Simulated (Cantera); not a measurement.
Charge: 1 mol CH₃OH, 0.73 mol H₂O, 0.47 mol CO₂, equilibrated at 1902 °C and 140 Pa.

Method: chemical equilibrium by Gibbs-energy minimisation in Cantera with the NASA 1993 tables (ideal gas, pure condensed phases). Kinetics and transport are ignored.

| species | before | after |
|---|---|---|
| CO | 0.298 | 0.357 |
| H₂O | 0.228 | 0.287 |
| CO₂ | 0.0371 | 0.176 |
| H₂ | 0.352 | 0.112 |
| OH | 0.00673 | 0.0150 |
| H | 0.0774 | 0.0437 |
| O₂ | 0.000284 | 0.00445 |
| O | 0.00104 | 0.00410 |
Gas species are given as mole fractions.

Task: Name the change that produced these shifts.
(A) temperature from 1902 °C to 1227 °C
(B) H₂O from 0.73 to 0.097 mol
(C) temperature from 1902 °C to 1077 °C
(D) CO₂ from 0.47 to 2.4 mol

Result: D, CO₂ from 0.47 to 2.4 mol
